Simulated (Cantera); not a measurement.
An isothermal, constant-pressure homogeneous reactor starts with NO : N2 = 2.2 : 1.5 (molar parts), at 2200 K and 0.987 atm.

Cantera simulation using GRI-Mech 3.0 (53 species, 325 reactions); the numbers are that mechanism's predictions, not measurements.

x: mole fraction; the columns are a selection and need not sum to one.

```
t (s)       x NO     x NO2       x O     x N2O   x N2
--------  ------  --------  --------  --------  -----
7.00e-6    0.595   1.13e-6   9.92e-6       ___  0.405
2.44e-5    0.595   9.33e-6   3.16e-5       ___  0.405
8.53e-5    0.594   5.15e-5  0.000108       ___  0.405
0.000298   0.593  0.000160  0.000300  0.000170  0.406
0.00104    0.590  0.000195  0.000363  0.000180  0.407
0.00363    0.578  0.000223  0.000416  0.000171  0.413
0.0127     0.537  0.000291  0.000565       ___  0.434
0.0442     0.403  0.000355  0.000888       ___  0.501
0.154      0.146  0.000192   0.00130       ___  0.629
0.539     0.0226   3.35e-5   0.00145       ___  0.691
1.88      0.0140   2.09e-5   0.00146   7.30e-7  0.695
6.57      0.0140   2.09e-5   0.00146   7.30e-7  0.695
22.9      0.0140   2.09e-5   0.00146   7.30e-7  0.695
80.0      0.0140   2.09e-5   0.00146   7.30e-7  0.695
```

Task: Some entries are withheld; supply them.

Result: 
- 7.00e-6, x N2O: 1.05e-5
- 2.44e-5, x N2O: 3.41e-5
- 8.53e-5, x N2O: 9.49e-5
- 0.0127, x N2O: 0.000144
- 0.0442, x N2O: 7.72e-5
- 0.154, x N2O: 9.99e-6
- 0.539, x N2O: 8.60e-7
